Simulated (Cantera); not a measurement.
Input (Python, Cantera):

```python
import numpy as np
import cantera as ct

gas = ct.Solution("h2o2.yaml")
gas.TPX = 1750, 500000, {'H2': 1, 'O2': 0.25, 'N2': 1.38}
reactor = ct.IdealGasConstPressureReactor(gas, energy="on", clone=False)
net = ct.ReactorNet([reactor])
net.rtol, net.atol = 1e-08, 1e-16
show = ['H2', 'O2', 'O', 'OH', 'HO2', 'H2O2', 'H2O']
times = np.geomspace(4e-06, 0.4, 13)

steps = ct.SolutionArray(gas, extra=["t"])
rows = []
print(f"{'t/s':>10s}{'T/K':>9s}{'P/Pa':>11s}" + "".join(f"{s:>11s}" for s in show))
for t in times:
    while net.time < t:
        t_next = net.step()
        steps.append(gas.state, t=t_next)
    rows.append([np.interp(t, steps.t, y) for y in (steps.T, steps.P, *steps(*show).X.T)])
    print(f"{t:10.3e}{rows[-1][0]:9.1f}{rows[-1][1]:11.4g}" + "".join(f"{x:11.3e}" for x in rows[-1][2:]))
rate = np.gradient(steps.T, steps.t)
print("integrator steps:", len(steps.t))
if steps.T.max() > steps.T[0] + 200:
    print(f"time of steepest temperature rise: {steps.t[rate.argmax()]:.4e} s")
gas.TPX = 1750, 500000, {'H2': 1, 'O2': 0.25, 'N2': 1.38}
gas.equilibrate("HP")
print(f"equilibrium (HP): T = {gas.T:.1f} K  " + "  ".join(f"{s} {gas[s].X[0]:.3e}" for s in show))
```

Result:

```
       t/s      T/K       P/Pa         H2         O2          O         OH        HO2       H2O2        H2O
 4.000e-06   2430.3      5e+05  1.762e-01  1.795e-03  4.231e-03  1.459e-02  3.474e-06  3.453e-07  1.768e-01
 1.044e-05   2725.6      5e+05  1.915e-01  6.171e-04  1.493e-03  1.083e-02  1.270e-06  1.761e-07  1.906e-01
 2.725e-05   2863.1      5e+05  1.987e-01  2.370e-04  5.885e-04  7.448e-03  4.848e-07  1.036e-07  1.980e-01
 7.113e-05   2887.5      5e+05  2.000e-01  1.850e-04  4.651e-04  6.725e-03  3.702e-07  8.818e-08  1.993e-01
 1.857e-04   2887.8      5e+05  2.000e-01  1.844e-04  4.637e-04  6.716e-03  3.689e-07  8.799e-08  1.994e-01
 4.846e-04   2887.8      5e+05  2.000e-01  1.844e-04  4.637e-04  6.716e-03  3.689e-07  8.799e-08  1.994e-01
 1.265e-03   2887.8      5e+05  2.000e-01  1.844e-04  4.637e-04  6.716e-03  3.689e-07  8.799e-08  1.994e-01
 3.302e-03   2887.8      5e+05  2.000e-01  1.844e-04  4.637e-04  6.716e-03  3.689e-07  8.799e-08  1.994e-01
 8.618e-03   2887.8      5e+05  2.000e-01  1.844e-04  4.637e-04  6.716e-03  3.689e-07  8.799e-08  1.994e-01
 2.249e-02   2887.8      5e+05  2.000e-01  1.844e-04  4.637e-04  6.716e-03  3.689e-07  8.799e-08  1.994e-01
 5.871e-02   2887.8      5e+05  2.000e-01  1.844e-04  4.637e-04  6.716e-03  3.689e-07  8.799e-08  1.994e-01
 1.532e-01   2887.8      5e+05  2.000e-01  1.844e-04  4.637e-04  6.716e-03  3.689e-07  8.799e-08  1.994e-01
 4.000e-01   2887.8      5e+05  2.000e-01  1.844e-04  4.637e-04  6.716e-03  3.689e-07  8.799e-08  1.994e-01
integrator steps: 1087
time of steepest temperature rise: 1.7322e-06 s
equilibrium (HP): T = 2887.8 K  H2 2.000e-01  O2 1.844e-04  O 4.637e-04  OH 6.716e-03  HO2 3.689e-07  H2O2 8.799e-08  H2O 1.994e-01
```

Cantera simulation using the H2/O2 subset of GRI-Mech 3.0, which has no nitrogen chemistry; the numbers are that mechanism's predictions, not measurements. The hydrogen kinetics of GRI-Mech 3.0 are dated; newer H2 mechanisms differ, most at raised pressure.
